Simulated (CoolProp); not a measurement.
Properties of hydrogen sulfide along the isotherm 358.9 K (Tc = 373.1 K, pc = 89.99 bar, ω = 0.101).

The numbers come from the reference Helmholtz-energy equation of state, Lemmon 2006 in CoolProp. It is a short technical equation, of lower accuracy than the large ones.

```csv
p (bar),phase,density (kg/m³),cv (kJ/(kg K)),Joule-Thomson coefficient (K/MPa),isothermal compressibility (1/MPa),fugacity coefficient
37.5,gas,52.46,0.8833,11.92,(withheld),0.8448
75,liquid,569.4,(withheld),1.623,0.03783,0.6662
112,liquid,619.5,1.052,0.8433,0.01525,0.4788
150,liquid,648.9,1.043,0.5305,(withheld),0.3828
187,liquid,669.9,1.040,0.3526,0.007535,0.3274
225,liquid,687.3,1.039,0.2284,0.006080,0.2900
262,liquid,701.6,1.039,0.1396,(withheld),0.2647
300,liquid,714.5,1.040,0.06895,0.004444,(withheld)
337,liquid,725.6,1.041,0.01383,0.003935,0.2320
375,liquid,735.9,1.042,(withheld),0.003525,0.2213
412,liquid,745.1,1.043,-0.07083,0.003203,0.2132
450,liquid,753.9,1.045,-0.1042,0.002931,0.2068
```

Question: Some entries are withheld; supply them.

Answer: 
- 37.5, isothermal compressibility (1/MPa): 0.3392
- 75, cv (kJ/(kg K)): 1.084
- 150, isothermal compressibility (1/MPa): 0.009938
- 262, isothermal compressibility (1/MPa): 0.005138
- 300, fugacity coefficient: 0.2458
- 375, Joule-Thomson coefficient (K/MPa): -0.03275
